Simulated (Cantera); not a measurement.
An isothermal, constant-pressure homogeneous reactor starts with 2.00 % C₂H₄, 98.0 % H₂, at 1748 K and 0.825 Torr.

Computed with Cantera and GRI-Mech 3.0 (53 species, 325 reactions). GRI-Mech 3.0 was tuned for natural gas; its chemistry of ethylene as a main component is partial and can be far from experiment. GRI-Mech 3.0 stops at C3 and has no aromatics, soot or wall deposition, so with more carbon than oxygen in the feed, carbon stays in small species such as C2H2 where larger ones or solid carbon would form. Radical loss at walls, strong at low pressure, is not modelled.

x: mole fraction; the columns are a selection and need not sum to one.

```tsv
t (s)	x C₂H₄	x H₂	x CH₂	x CH₄	x H
3.00e-6	0.0200	0.980	<1e-12	<1e-12	3.35e-10
7.98e-6	0.0200	0.980	<1e-12	<1e-12	9.12e-10
2.12e-5	0.0200	0.980	<1e-12	<1e-12	2.57e-9
5.64e-5	0.0200	0.980	<1e-12	<1e-12	7.65e-9
0.000150	0.0200	0.980	<1e-12	<1e-12	2.39e-8
0.000399	0.0200	0.980	<1e-12	2.74e-12	7.23e-8
0.00106	0.0199	0.980	2.72e-12	6.45e-11	2.04e-7
0.00282	0.0197	0.980	1.17e-11	8.51e-10	[?]
0.00751	0.0193	0.980	3.68e-11	6.03e-9	1.48e-6
0.0200	0.0181	0.980	9.75e-11	[?]	[?]
0.0531	0.0154	0.980	2.18e-10	8.69e-8	1.01e-5
0.141	0.00974	0.980	3.37e-10	2.56e-7	2.44e-5
0.376	0.00265	0.980	2.00e-10	5.73e-7	5.32e-5
1.00	5.39e-5	0.980	9.32e-12	7.41e-7	0.000117
```

Task: Complete the blanks.

Result: 
- 0.00282, x H: 5.54e-7
- 0.0200, x CH₄: 2.62e-8
- 0.0200, x H: 3.92e-6
